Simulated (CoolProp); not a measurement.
The numbers come from the reference Helmholtz-energy equation of state, Marx 1992 in CoolProp.

Question: Give the vapour pressure (kPa), enthalpy of vaporisation (kJ/kg), liquid cp (kJ/(kg K)), vapour Z of saturated R113 at 65.45 °C.

Answer: 
| T (°C) | p (kPa) | enthalpy of vaporisation (kJ/kg) | liquid cp (kJ/(kg K)) | vapour Z |
|---|---|---|---|---|
| 65.45 | 177 | 138 | 0.960 | 0.939 |
